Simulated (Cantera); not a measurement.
Input: 1 mol MgO, 2.2 mol SO3, 0.064 mol CO2, held at 1273 K.

Cantera equilibrium calculation (NASA polynomials, part measured and part estimated; ideal gas, pure solids and liquids). Candidate condensed phases: C, Mg, MgCO3, MgO, MgS, MgSO4, S; 26 gas species. Rates play no part.

**Question.** Which condensed phases are stable at each of these points (P (Pa)): 1000, 2300, 5400, 13000, 29000, 68000, 160000, 370000, 860000, 2000000?

**Answer.** 
```tsv
P (Pa)	condensed phases	Mg condensed (%)
1000	MgO(s)	100.0
2300	MgO(s)	100.0
5400	MgO(s)	100.0
13000	MgO(s)	100.0
29000	MgSO4(s)	100.0
68000	MgSO4(s)	100.0
160000	MgSO4(s)	100.0
370000	MgSO4(s)	100.0
860000	MgSO4(s)	100.0
2000000	MgSO4(s)	100.0
```

From 10.0 mbar to 0.130 bar the condensed part is MgO(s). From 0.290 bar to 20.0 bar the condensed part is MgSO4(s).
